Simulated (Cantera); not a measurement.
An adiabatic, constant-pressure homogeneous reactor starts with CH4 : O2 : N2 = 1 : 2.86 : 10.7 (molar parts), equivalence ratio 0.70, at 1448 K and 760 Torr. Integrator tolerance rtol = 1e-08.

Computed with Cantera and GRI-Mech 3.0 (53 species, 325 reactions).

Problem. What does this change do: 0.29 parts CO2 added?

Solution. 
```csv
quantity,before,after
time of steepest temperature rise,1.72 ms,1.77 ms
temperature at 0.100 s,2576 K,2547 K
equilibrium temperature,2576 K,2547 K
x(CH4) at 0.100 s,<1e-12 (gas-phase equilibrium <1e-12),<1e-12 (gas-phase equilibrium <1e-12)
x(O2) at 0.100 s,0.0548 (gas-phase equilibrium 0.0548),0.0550 (gas-phase equilibrium 0.0550)
x(HCN) at 0.100 s,5.50e-11 (gas-phase equilibrium 5.50e-11),4.94e-11 (gas-phase equilibrium 4.94e-11)
x(CH3) at 0.100 s,<1e-12 (gas-phase equilibrium <1e-12),<1e-12 (gas-phase equilibrium <1e-12)
x(N2O) at 0.100 s,6.83e-7 (gas-phase equilibrium 6.83e-7),6.39e-7 (gas-phase equilibrium 6.39e-7)
x(CH2CO) at 0.100 s,<1e-12 (gas-phase equilibrium <1e-12),<1e-12 (gas-phase equilibrium <1e-12)
```

Problem. What does this change do: 0.83 parts H2 added?

Solution. 
```tsv
quantity	before	after
time of steepest temperature rise	1.72 ms	0.186 ms
temperature at 0.100 s	2576 K	2685 K
equilibrium temperature	2576 K	2685 K
x(CH4) at 0.100 s	<1e-12 (gas-phase equilibrium <1e-12)	<1e-12 (gas-phase equilibrium <1e-12)
x(O2) at 0.100 s	0.0548 (gas-phase equilibrium 0.0548)	0.0333 (gas-phase equilibrium 0.0333)
x(HCN) at 0.100 s	5.50e-11 (gas-phase equilibrium 5.50e-11)	3.08e-10 (gas-phase equilibrium 3.08e-10)
x(CH3) at 0.100 s	<1e-12 (gas-phase equilibrium <1e-12)	<1e-12 (gas-phase equilibrium <1e-12)
x(N2O) at 0.100 s	6.83e-7 (gas-phase equilibrium 6.83e-7)	6.09e-7 (gas-phase equilibrium 6.09e-7)
x(CH2CO) at 0.100 s	<1e-12 (gas-phase equilibrium <1e-12)	<1e-12 (gas-phase equilibrium <1e-12)
```
